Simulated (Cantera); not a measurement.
An isothermal, constant-pressure homogeneous reactor starts with 16.0 % H₂, 84.0 % O₂, at 1375 K and 0.00340 bar.

Detailed kinetics in Cantera: GRI-Mech 3.0 (53 species, 325 reactions). Radical loss at walls, strong at low pressure, is not modelled. The temperature is held fixed by assumption; the heat of reaction is taken as removed at once.

Problem. Predict: x(H₂) at 60.0 s; x(O₂) at 60.0 s; x(H) at 60.0 s; x(OH) at 60.0 s; x(O) at 60.0 s; x(H₂O) at 60.0 s.

Solution. 
- x(H₂) at 60.0 s = 1.45e-6 (gas-phase equilibrium 1.01e-6)
- x(O₂) at 60.0 s = 0.826 (gas-phase equilibrium 0.826)
- x(H) at 60.0 s = 1.03e-7 (gas-phase equilibrium 5.94e-8)
- x(OH) at 60.0 s = 0.000221 (gas-phase equilibrium 0.000184)
- x(O) at 60.0 s = 1.44e-5 (gas-phase equilibrium 9.99e-6)
- x(H₂O) at 60.0 s = 0.173 (gas-phase equilibrium 0.173)
